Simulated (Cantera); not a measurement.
A freely propagating, adiabatic, planar premixed flame of H2 : O2 : N2 = 1 : 0.312 : 0.938 (molar parts), equivalence ratio 1.6, unburnt at 675 K and 5850 Torr; mixture-averaged transport, grid criteria slope 0.08 and curve 0.16, no radiation.

Detailed kinetics in Cantera: the H2/O2 subset of GRI-Mech 3.0, which has no nitrogen chemistry. The hydrogen kinetics of GRI-Mech 3.0 are dated; newer H2 mechanisms differ, most at raised pressure. Burning velocities carry a grid error of a few per cent, more on coarse grids.

x: mole fraction of selected species; z is measured from the peak of heat release.

```
z (mm)    T (K)  u (m/s)   x H2     x O2       x H     x HO2    x H2O   x H2O2
--------  -----  -------  -----  -------  --------  --------  -------  -------
-0.0978     675     13.6  0.444    0.139     <1e-8     <1e-8    <1e-8    <1e-8
-0.0652     675     13.6  0.444    0.139     <1e-8     <1e-8    <1e-8    <1e-8
-0.0489     675     13.6  0.444    0.139     <1e-8   4.49e-8  5.98e-8    <1e-8
-0.0326     675     13.6  0.444    0.139   3.58e-8   2.52e-6  2.51e-6  1.14e-8
-0.0163     718     14.3  0.436    0.139  0.000207  0.000717  0.00162  1.10e-5
-0.00815   1017     19.5  0.393    0.131   0.00663  0.000943   0.0295  5.99e-5
0          1498     27.8  0.299   0.0918    0.0335  0.000454    0.117  1.68e-5
0.00815    1839     33.7  0.215   0.0399    0.0594  0.000183    0.215  4.13e-6
0.0163     2015     36.6  0.180   0.0150    0.0662   6.50e-5    0.262  2.52e-6
0.0326     2180     39.3  0.169  0.00391    0.0588   1.66e-5    0.286  1.35e-6
0.0652     2330     41.5  0.174  0.00170    0.0441   7.29e-6    0.295  8.06e-7
0.130      2459     43.4  0.179        …         …         …    0.304        …
0.261      2555     44.7  0.183        …         …         …    0.310        …
```

### Question
Fill in the missing entries.

### Answer

- 0.130, x O2: 0.000872
- 0.130, x H: 0.0303
- 0.130, x HO2: 3.58e-6
- 0.130, x H2O2: 5.14e-7
- 0.261, x O2: 0.000396
- 0.261, x H: 0.0198
- 0.261, x HO2: 1.47e-6
- 0.261, x H2O2: 3.05e-7
